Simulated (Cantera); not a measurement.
## Equilibrium for oxide etching and cleaning by halides: SiO2 + Cl2 + O2

Charge: 1 mol SiO2, 0.53 mol Cl2, 0.12 mol O2, at 0.133 bar.

Method: chemical equilibrium by Gibbs-energy minimisation in Cantera with the NASA 1993 tables (ideal gas, pure condensed phases). Candidate condensed phases: Si, SiO2; 15 gas species. The tables hold silica as quartz up to 1696 K and as liquid above; real silica turns to tridymite and cristobalite and melts near 1996 K. Equilibrium is a limit: real reactors are often held back by kinetics, nucleation or transport.

| T (K) | x Cl2 | x Cl | x O2 | x ClO | x O | n SiO2(β-quartz) | n SiO2(condensed) |
|---|---|---|---|---|---|---|---|
| 1423 | 0.743 | 0.0799 | 0.177 | 0.000335 | 1.55e-6 | 1.000 | 0 |
| 1498 | 0.696 | 0.132 | 0.172 | 0.000492 | 4.48e-6 | 1.000 | 0 |
| 1573 | 0.631 | 0.203 | 0.166 | 0.000679 | 1.16e-5 | 1.000 | 0 |
| 1648 | 0.548 | 0.294 | 0.157 | 0.000879 | 2.75e-5 | 1.000 | 0 |
| 1723 | 0.453 | 0.399 | 0.147 | 0.00107 | 5.97e-5 | 0 | 1.000 |
| 1798 | 0.353 | 0.509 | 0.137 | 0.00123 | 0.000121 | 0 | 1.000 |
| 1873 | 0.259 | 0.612 | 0.127 | 0.00133 | 0.000231 | 0 | 1.000 |
x: gas mole fraction; n: condensed amount in mol.

From 1423 K to 1648 K the condensed part is SiO2(β-quartz). From 1723 K to 1873 K the condensed part is SiO2(condensed). The main Si-bearing gas is SiCl4 throughout.
